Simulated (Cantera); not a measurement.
A closed system holds: 1 mol acetone, 0.01 mol NH₃, 13 mol H₂, equilibrated at 2400 °C.

Cantera equilibrium calculation (NASA polynomials, part measured and part estimated; ideal gas, pure solids and liquids). Candidate condensed phases: C, C₆H₆, C₇H₈, C₈H₁₈, H₂O; 136 gas species. The feed counts by its element totals alone. The ideal-gas law is rough above about 30 bar. Kinetics and transport are ignored.

### Question
Which condensed phases are stable at each of these points (P (Pa)): 10, 72, 520, 3700, 27000, 190000, 1400000, 10000000?

### Answer
| P (Pa) | condensed phases | C condensed (%) |
|---|---|---|
| 10 | gas only | 0.0 |
| 72 | C(graphite) | 28.1 |
| 520 | C(graphite) | 46.7 |
| 3700 | C(graphite) | 45.7 |
| 27000 | C(graphite) | 44.4 |
| 190000 | C(graphite) | 43.7 |
| 1400000 | C(graphite) | 42.7 |
| 10000000 | C(graphite) | 37.3 |

At 0.000100 bar nothing is condensed. From 0.000720 bar to 100 bar the condensed part is C(graphite).
